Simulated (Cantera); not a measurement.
Premixed flame

A freely propagating, adiabatic, planar premixed flame of 13.5 % CO, 0.418 % H2, 3.91 % CH4, 16.6 % O2, 62.4 % N2, 3.23 % CO2, equivalence ratio 0.89, unburnt at 423 K and 10.0 bar; mixture-averaged transport, grid criteria slope 0.08 and curve 0.16, no radiation.

Model: GRI-Mech 3.0 (53 species, 325 reactions), integrated in Cantera. Burning velocities carry a grid error of a few per cent, more on coarse grids.

| z (mm) | T (K) | u (m/s) | x CO | x H2 | x CH4 | x NO2 | x HO2 | x H2O |
|---|---|---|---|---|---|---|---|---|
| -0.222 | 423 | 0.310 | 0.135 | 0.00419 | 0.0391 | <1e-8 | 3.72e-8 | 3.11e-5 |
| -0.148 | 426 | 0.312 | 0.135 | 0.00420 | 0.0390 | <1e-8 | 4.59e-7 | 0.000310 |
| -0.111 | 436 | 0.319 | 0.134 | 0.00422 | 0.0387 | 3.64e-8 | 2.04e-6 | 0.00119 |
| -0.0741 | 495 | 0.363 | 0.133 | 0.00425 | 0.0369 | 2.74e-7 | 1.55e-5 | 0.00604 |
| -0.0371 | 853 | 0.623 | 0.121 | 0.00431 | 0.0263 | 1.48e-6 | 0.000175 | 0.0297 |
| -0.0185 | 1255 | 0.911 | 0.106 | 0.00433 | 0.0142 | 7.62e-7 | 0.000314 | 0.0529 |
| 0 | 1682 | 1.20 | 0.0809 | 0.00372 | 0.00245 | 9.31e-8 | 0.000172 | 0.0743 |
| 0.0185 | 1907 | 1.34 | 0.0528 | 0.00248 | 6.42e-5 | 6.37e-8 | 5.09e-5 | 0.0799 |
| 0.0371 | 2020 | 1.41 | 0.0363 | 0.00206 | 1.07e-6 | 7.31e-8 | 2.75e-5 | 0.0808 |
| 0.0741 | 2132 | 1.47 | 0.0227 | 0.00154 | <1e-8 | 9.06e-8 | 1.27e-5 | 0.0828 |
| 0.148 | 2214 | 1.52 | 0.0135 | 0.000938 | <1e-8 | 1.02e-7 | 5.72e-6 | 0.0850 |
| 0.297 | 2261 | 1.55 | 0.00793 | 0.000555 | <1e-8 | 9.86e-8 | 3.21e-6 | 0.0864 |
| 0.593 | 2281 | 1.56 | 0.00547 | 0.000394 | <1e-8 | 1.07e-7 | 2.49e-6 | 0.0869 |
x: mole fraction of selected species; z is measured from the peak of heat release.

```yaml
laminar_burning_velocity: 30.9 cm/s
thermal_thickness: 0.0741 mm
peak x(HO2): 0.000315
grid_points: 137
```
